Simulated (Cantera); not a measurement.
Feed: 1 mol PbO, 0.34 mol CH4, 11 mol N2, equilibrated at 67.0 mbar.

Method: chemical equilibrium by Gibbs-energy minimisation in Cantera with the NASA 1993 tables (ideal gas, pure condensed phases). Candidate condensed phases: C, C6H6, C7H8, C8H18, H2O, Pb, PbO, PbO2, Pb3O4; 139 gas species. Equilibrium is a limit: real reactors are often held back by kinetics, nucleation or transport.

At 1998 K, list the 5 most abundant gas species with their mole fractions, and the condensed phases.

N2 0.844, Pb 0.0757, H2O 0.0389, CO 0.0157, H2 0.0128. Condensed: gas only.
